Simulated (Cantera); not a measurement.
A perfectly stirred reactor is fed with NH3 : N2 = 1 : 5.5 (molar parts), at 5500 Pa; it is held at 2375 K, and followed from long to short residence time.

Computed with Cantera and the gas-phase N/H chemistry of the illustrative SiF4/NH3 mechanism in the Surface Chemkin manual (1991). Walls and surfaces, which speed up NH3 decomposition in real reactors, are not modelled.

What does this change do: N2 5.5 to 3.5 parts?


```
quantity                  before     after
----------------------  --------  --------
x(NH3) at τ = 2.10 s    0.000480  0.000581
x(NH2) at τ = 2.10 s     3.90e-5   4.64e-5
x(N) at τ = 2.10 s       1.93e-5   2.21e-5
x(N2H4) at τ = 2.10 s   3.05e-12  4.30e-12
x(N2H2) at τ = 2.10 s    1.41e-8   1.89e-8
x(NH3) at τ = 38.0 ms     0.0523    0.0741
x(NH2) at τ = 38.0 ms   0.000847   0.00105
x(N) at τ = 38.0 ms      1.15e-5   1.15e-5
x(N2H4) at τ = 38.0 ms   1.44e-9   2.23e-9
x(N2H2) at τ = 38.0 ms   1.32e-6   1.89e-6
```

What does this change do: pressure from 5500 Pa to 67000 Pa?


| quantity | before | after |
|---|---|---|
| x(NH3) at τ = 2.10 s | 0.000480 | 6.65e-5 |
| x(NH2) at τ = 2.10 s | 3.90e-5 | 7.89e-6 |
| x(N) at τ = 2.10 s | 1.93e-5 | 8.37e-6 |
| x(N2H4) at τ = 2.10 s | 3.05e-12 | 1.51e-12 |
| x(N2H2) at τ = 2.10 s | 1.41e-8 | 8.07e-10 |
| x(NH3) at τ = 38.0 ms | 0.0523 | 0.00680 |
| x(NH2) at τ = 38.0 ms | 0.000847 | 0.000190 |
| x(N) at τ = 38.0 ms | 1.15e-5 | 1.04e-5 |
| x(N2H4) at τ = 38.0 ms | 1.44e-9 | 8.78e-10 |
| x(N2H2) at τ = 38.0 ms | 1.32e-6 | 1.23e-7 |

What does this change do: NH3 1 to 0.27 parts?


```csv
quantity,before,after
x(NH3) at τ = 2.10 s,0.000480,0.000199
x(NH2) at τ = 2.10 s,3.90e-5,1.93e-5
x(N) at τ = 2.10 s,1.93e-5,1.36e-5
x(N2H4) at τ = 2.10 s,3.05e-12,<1e-12
x(N2H2) at τ = 2.10 s,1.41e-8,4.31e-9
x(NH3) at τ = 38.0 ms,0.0523,0.0159
x(NH2) at τ = 38.0 ms,0.000847,0.000398
x(N) at τ = 38.0 ms,1.15e-5,1.12e-5
x(N2H4) at τ = 38.0 ms,1.44e-9,3.18e-10
x(N2H2) at τ = 38.0 ms,1.32e-6,3.93e-7
```
